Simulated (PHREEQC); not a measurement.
1.1 g of hydrous ferric oxide (600 m²/g; 0.2 weak and 0.005 strong sites per Fe, Dzombak-Morel constants, diffuse double layer) in 1 kg of water with 0.01 mol/kgw of an inert sodium salt and 0.00023 mol/kgw Ag2SO4, 3.3e-06 mol/kgw ZnCl2 and 5.6e-05 mol/kgw CaCl2, at 25 °C; the pH is set by adding NaOH or the inert anion's acid. O2 is buffered at 0.21 atm. The system is closed to CO2. Precipitation was switched off in this run.

The series has 17 steps of pH, from 4 to 10.

Computed with PHREEQC (ion-association model, wateq4f.dat).

Question: Near which pH is half of the S sorbed, and on which side is more sorbed?

Answer: Near pH 6.8, with more sorbed at lower pH.

Question: Near which pH is half of the Ag sorbed, and on which side is more sorbed?

Answer: Near pH 8.0, with more sorbed at higher pH.

Question: Near which pH is half of the Zn sorbed, and on which side is more sorbed?

Answer: Near pH 5.9, with more sorbed at higher pH.

Along this series the solution becomes supersaturated in solids that the run did not let form, among them Cerargyrite.
